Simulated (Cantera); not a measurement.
Input (Python, Cantera):

```python
import numpy as np
import cantera as ct

gas = ct.Solution("h2o2.yaml")
gas.TPX = 625, 500000, {'H2': 1, 'O2': 0.385, 'N2': 1.5}
flame = ct.FreeFlame(gas, width=0.013)
flame.set_refine_criteria(ratio=3, slope=0.08, curve=0.16)
flame.transport_model = "mixture-averaged"
flame.solve(loglevel=0, auto=True)
z, T = flame.grid, flame.T
thick = (T[-1] - T[0]) / np.gradient(T, z).max()
show = ['H2', 'O2', 'H2O2', 'OH', 'O', 'H2O']
print(f"laminar burning velocity  {flame.velocity[0] * 100:.3f} cm/s")
print(f"burnt temperature         {T[-1]:.1f} K")
print(f"thermal thickness         {thick * 1e3:.4f} mm")
print(f"grid points               {len(z)}")
z0 = z[flame.heat_release_rate.argmax()]
print(f"{'z/mm':>9s}{'T/K':>9s}{'u/(m/s)':>9s}" + "".join(f"{s:>11s}" for s in show))
rows = []
for k in (-3, -2, -1.5, -1, -0.5, -0.25, 0, 0.25, 0.5, 1, 2, 4, 8):
    zz = z0 + k * thick
    rows.append([k * thick, np.interp(zz, z, T), np.interp(zz, z, flame.velocity),
                 *(np.interp(zz, z, flame.X[gas.species_index(s)]) for s in show)])
    print(f"{rows[-1][0] * 1e3:9.3f}{rows[-1][1]:9.1f}{rows[-1][2]:9.3f}" + "".join(f"{x:11.3e}" for x in rows[-1][3:]))
```

It prints:

```
laminar burning velocity  911.496 cm/s
burnt temperature         2552.7 K
thermal thickness         0.0586 mm
grid points               115
     z/mm      T/K  u/(m/s)         H2         O2       H2O2         OH          O        H2O
   -0.176    625.0    9.115  3.466e-01  1.334e-01  2.431e-14  5.914e-16  1.458e-14  1.552e-11
   -0.117    625.0    9.115  3.466e-01  1.334e-01  3.050e-12  1.625e-13  4.008e-12  1.349e-09
   -0.088    625.0    9.115  3.466e-01  1.335e-01  7.765e-11  5.104e-12  1.255e-10  2.568e-08
   -0.059    625.2    9.114  3.463e-01  1.335e-01  8.381e-09  6.889e-10  1.251e-08  1.733e-06
   -0.029    655.6    9.453  3.377e-01  1.343e-01  8.986e-06  5.104e-05  9.939e-06  1.164e-03
   -0.015    923.0   12.889  2.974e-01  1.277e-01  5.354e-05  1.176e-03  3.870e-04  2.540e-02
    0.000   1389.1   18.774  2.089e-01  9.100e-02  1.656e-05  3.802e-03  3.479e-03  1.074e-01
    0.015   1723.8   22.982  1.294e-01  4.096e-02  4.087e-06  8.934e-03  6.352e-03  1.997e-01
    0.029   1896.3   25.101  9.848e-02  1.789e-02  2.469e-06  1.243e-02  6.428e-03  2.415e-01
    0.059   2063.1   27.054  8.896e-02  7.814e-03  1.423e-06  1.438e-02  5.209e-03  2.624e-01
    0.117   2218.0   28.787  8.895e-02  4.639e-03  8.497e-07  1.369e-02  3.355e-03  2.742e-01
    0.234   2348.2   30.190  8.891e-02  2.596e-03  5.416e-07  1.139e-02  1.806e-03  2.849e-01
    0.469   2442.4   31.175  8.854e-02  1.266e-03  3.384e-07  8.495e-03  8.500e-04  2.936e-01
```

Detailed kinetics in Cantera: the H2/O2 subset of GRI-Mech 3.0, which has no nitrogen chemistry. The hydrogen kinetics of GRI-Mech 3.0 are dated; newer H2 mechanisms differ, most at raised pressure. Burning velocities carry a grid error of a few per cent, more on coarse grids.
